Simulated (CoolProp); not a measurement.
Model: reference Helmholtz-energy equation of state, Lemmon 2006, in CoolProp. It is a short technical equation, of lower accuracy than the large ones.

### Question
For carbon monoxide, give the phase and the cp (kJ/(kg K)), speed of sound (m/s), Joule-Thomson coefficient (K/MPa) at 387.3 K and 0.029 MPa.

### Answer
- 387.3 K and 0.029 MPa: gas; cp 1.05, speed of sound 401, Joule-Thomson coefficient 1.39
